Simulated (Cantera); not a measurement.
Input (Python, Cantera) and output of one run.

```python
import numpy as np
import cantera as ct

gas_names = """
    CL CL2 H HCL H2 Si SiCL SiCL2 SiCL3 SiCL4 SiH SiHCL3 SiH2 SiH2CL2 SiH3 SiH3CL SiH4 Si2 Si3
""".split()
cond_names = """
    Si(cr) Si(L)
""".split()


# ... load() reads the species with a 1 bar reference pressure and builds the phases ...
atoms = {
    'SiH2Cl2': {'Si': 1, 'H': 2, 'CL': 2},
    'HCl': {'H': 1, 'CL': 1},
    'H2': {'H': 2},
}
top_T = {}  # K; cautious upper limits of use, not melting points


# ... equilibrate(T, P, feed) seeds the gas with the atoms and calls Mixture.equilibrate('TP', solver="vcs", rtol=1e-11, max_steps=5000) ...
results = []
feed = {'SiH2Cl2': 1, 'HCl': 0.026, 'H2': 4.8}  # mol
P = 1000  # Pa
for T in [1325, 1375, 1425, 1475, 1525, 1575, 1625, 1675, 1725, 1775, 1825]:
    mix = equilibrate(T, P, feed)
    results.append((T, P, feed, dict(zip(mix.species_names, mix.species_moles))))
    x = sorted(zip(gas.X, gas.species_names), reverse=True)
    print(f"T = {T:g} K  P = {P:g} Pa  gas = {mix.phase_moles(0):.4g} mol")
    print("   x: " + "  ".join(f"{s} {v:.3e}" for v, s in x if v > 0.0001))
    print("   condensed (mol): " + ("  ".join(f"{mix.phase(i).name} {mix.phase_moles(i):.4g}"
          for i in range(1, mix.n_phases) if mix.phase_moles(i) > 1e-12) or "none"))
```

It prints:

```
T = 1325 K  P = 1000 Pa  gas = 6.75 mol
   x: H2 7.948e-01  HCL 1.309e-01  SiCL2 5.910e-02  SiCL3 7.788e-03  SiCL4 5.574e-03  SiHCL3 1.732e-03
   condensed (mol): Si(cr) 0.4987
T = 1375 K  P = 1000 Pa  gas = 6.782 mol
   x: H2 7.892e-01  HCL 1.348e-01  SiCL2 6.635e-02  SiCL3 6.050e-03  SiCL4 2.535e-03  SiHCL3 9.468e-04
   condensed (mol): Si(cr) 0.485
T = 1425 K  P = 1000 Pa  gas = 6.799 mol
   x: H2 7.865e-01  HCL 1.361e-01  SiCL2 7.108e-02  SiCL3 4.521e-03  SiCL4 1.131e-03  SiHCL3 5.114e-04
   condensed (mol): Si(cr) 0.4745
T = 1475 K  P = 1000 Pa  gas = 6.81 mol
   x: H2 7.854e-01  HCL 1.361e-01  SiCL2 7.423e-02  SiCL3 3.344e-03  SiCL4 5.125e-04  SiHCL3 2.799e-04  H 1.149e-04
   condensed (mol): Si(cr) 0.4661
T = 1525 K  P = 1000 Pa  gas = 6.816 mol
   x: H2 7.850e-01  HCL 1.354e-01  SiCL2 7.644e-02  SiCL3 2.484e-03  SiCL4 2.399e-04  H 2.096e-04  SiHCL3 1.572e-04
   condensed (mol): Si(cr) 0.4591
T = 1575 K  P = 1000 Pa  gas = 6.82 mol
   x: H2 7.849e-01  HCL 1.345e-01  SiCL2 7.809e-02  SiCL3 1.866e-03  H 3.682e-04  SiCL4 1.167e-04
   condensed (mol): Si(cr) 0.4529
T = 1625 K  P = 1000 Pa  gas = 6.823 mol
   x: H2 7.849e-01  HCL 1.334e-01  SiCL2 7.937e-02  SiCL3 1.420e-03  H 6.251e-04
   condensed (mol): Si(cr) 0.4473
T = 1675 K  P = 1000 Pa  gas = 6.826 mol
   x: H2 7.849e-01  HCL 1.322e-01  SiCL2 8.038e-02  SiCL3 1.095e-03  H 1.029e-03  CL 1.353e-04  SiCL 1.243e-04
   condensed (mol): Si(cr) 0.4421
T = 1725 K  P = 1000 Pa  gas = 6.831 mol
   x: H2 7.830e-01  HCL 1.344e-01  SiCL2 7.953e-02  H 1.643e-03  SiCL3 8.607e-04  CL 2.184e-04  SiCL 2.123e-04  Si 1.015e-04
   condensed (mol): Si(L) 0.4482
T = 1775 K  P = 1000 Pa  gas = 6.836 mol
   x: H2 7.801e-01  HCL 1.377e-01  SiCL2 7.790e-02  H 2.556e-03  SiCL3 6.855e-04  CL 3.468e-04  SiCL 3.444e-04  Si 2.195e-04
   condensed (mol): Si(L) 0.4584
T = 1825 K  P = 1000 Pa  gas = 6.844 mol
   x: H2 7.769e-01  HCL 1.408e-01  SiCL2 7.622e-02  H 3.882e-03  SiCL3 5.514e-04  SiCL 5.433e-04  CL 5.365e-04  Si 4.548e-04
   condensed (mol): Si(L) 0.4671
```

Equilibrium computed with Cantera from the NASA thermochemical tables; the gas is ideal and each condensed phase is pure. The tables' values for SiCl3, SiCl are old estimates; treat these amounts as uncertain. Gases not in the tables: Si2H6 and higher silanes.
